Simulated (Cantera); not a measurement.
A perfectly stirred reactor is fed with C2H6 : N2 = 1 : 160 (molar parts), at 10.00 Torr; it is held at 1225 K, and followed from long to short residence time.

Computed with Cantera and GRI-Mech 3.0 (53 species, 325 reactions). GRI-Mech 3.0 stops at C3 and has no aromatics, soot or wall deposition, so with more carbon than oxygen in the feed, carbon stays in small species such as C2H2 where larger ones or solid carbon would form. Radical loss at walls, strong at low pressure, is not modelled.

Q: What does this change do: pressure from 10.00 Torr to 2.40 Torr?

A: 
```csv
quantity,before,after
x(C2H6) at τ = 23.0 s,7.72e-5,0.000174
x(C2H2) at τ = 23.0 s,0.00509,0.00439
x(H2) at τ = 23.0 s,0.0102,0.00907
x(CH3) at τ = 23.0 s,1.26e-5,3.60e-5
x(C2H) at τ = 23.0 s,7.64e-10,1.34e-9
x(C2H6) at τ = 0.110 s,0.00458,0.00576
x(C2H2) at τ = 0.110 s,7.71e-5,4.38e-6
x(H2) at τ = 0.110 s,0.00146,0.000364
x(CH3) at τ = 0.110 s,8.46e-5,8.99e-5
x(C2H) at τ = 0.110 s,6.96e-11,1.26e-11
```

Q: What does this change do: pressure from 10.00 Torr to 1.00 bar?

A: 
```
quantity                  before     after
----------------------  --------  --------
x(C2H6) at τ = 23.0 s    7.72e-5   2.52e-5
x(C2H2) at τ = 23.0 s    0.00509   0.00489
x(H2) at τ = 23.0 s       0.0102   0.00966
x(CH3) at τ = 23.0 s     1.26e-5   7.00e-7
x(C2H) at τ = 23.0 s    7.64e-10  3.03e-11
x(C2H6) at τ = 0.110 s   0.00458  0.000899
x(C2H2) at τ = 0.110 s   7.71e-5   0.00208
x(H2) at τ = 0.110 s     0.00146   0.00671
x(CH3) at τ = 0.110 s    8.46e-5   3.88e-6
x(C2H) at τ = 0.110 s   6.96e-11  9.86e-11
```
